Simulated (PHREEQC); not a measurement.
**Acid rinse or clean (model solution)**

A solution holds 2.3 mmol/kgw H2SO4, 0.89 mmol/kgw ZnSO4 and 28 mmol/kgw CuCl2, at 9.9 °C. Closed to the air; pH follows from the charge balance.

All values are PHREEQC results (ion-association model, wateq4f.dat), not measurements.

No solid was allowed to form.

Q: What pH does the model give?

A: pH 2.44.

Q: In which forms is S present?

A: SO4-2 51 %, CuSO4 40 %, HSO4- 6.8 %, ZnSO4 1.4 % of the S.

Away from 25 °C the constants follow the database's enthalpies or fits; those with neither stay at their 25 °C values.
